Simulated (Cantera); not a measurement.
An isothermal, constant-pressure homogeneous reactor starts with 7.83 % H₂, 4.61 % O₂, 87.6 % N₂, at 1223 K and 13300 Pa.

Cantera simulation using the H2/O2 subset of GRI-Mech 3.0, which has no nitrogen chemistry; the numbers are that mechanism's predictions, not measurements. The temperature is held fixed by assumption; the heat of reaction is taken as removed at once.

x: mole fraction; the columns are a selection and need not sum to one.

```csv
t (s),x H₂,x O₂,x H,x HO₂,x H₂O,x O
2.00e-6,0.0783,0.0461,1.01e-10,1.02e-10,<1e-12,1.19e-12
9.28e-6,0.0783,0.0461,4.64e-10,4.72e-10,1.43e-11,2.18e-11
4.31e-5,0.0783,0.0461,2.64e-9,2.20e-9,7.69e-10,3.08e-10
0.000200,0.0783,0.0461,7.29e-8,1.12e-8,7.45e-8,___
0.000928,0.0519,0.0353,0.0152,2.22e-6,0.0183,___
0.00431,0.00726,0.0128,0.0150,1.15e-6,0.0648,___
0.0200,0.00208,0.00825,0.00154,7.55e-7,0.0782,___
0.0928,0.000164,0.00723,2.98e-5,3.54e-7,0.0813,___
0.431,8.58e-6,0.00719,3.63e-7,3.72e-8,0.0815,___
2.00,8.48e-7,0.00719,1.18e-8,4.04e-9,0.0815,___
9.28,1.45e-7,0.00719,8.55e-10,9.79e-10,0.0815,___
43.1,5.66e-8,0.00719,2.08e-10,7.50e-10,0.0815,9.96e-9
200,5.38e-8,0.00719,1.92e-10,7.49e-10,0.0815,9.45e-9
```

Question: Some entries are withheld; supply them.

Answer: 
- 0.000200, x O: 1.07e-8
- 0.000928, x O: 0.00227
- 0.00431, x O: 0.00271
- 0.0200, x O: 0.000419
- 0.0928, x O: 2.73e-5
- 0.431, x O: 1.44e-6
- 2.00, x O: 1.49e-7
- 9.28, x O: 2.60e-8
